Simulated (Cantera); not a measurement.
Mixture: CH₄ : O₂ : N₂ : H₂O = 1 : 1.33 : 5.01 : 0.46 (molar parts), equivalence ratio 1.5, at 1.00 atm, adiabatic and at constant pressure. Ignition delay is the time to a rise of 400 K.

Computed with Cantera and GRI-Mech 3.0 (53 species, 325 reactions).

**Question.** What does this change do: constant volume in place of constant pressure?

**Answer.** 
| quantity | before | after |
|---|---|---|
| delay at 1173 K | 96.8 ms | 91.3 ms |
| delay at 1223 K | 48.0 ms | 45.1 ms |
| delay at 1273 K | 24.6 ms | 23.0 ms |
| delay at 1323 K | 12.9 ms | 12.0 ms |
| delay at 1373 K | 6.94 ms | 6.45 ms |
| delay at 1423 K | 3.82 ms | 3.55 ms |
| delay at 1473 K | 2.16 ms | 2.01 ms |
| apparent activation energy between 1373 and 1473 K | 200 kJ/mol | 200 kJ/mol |
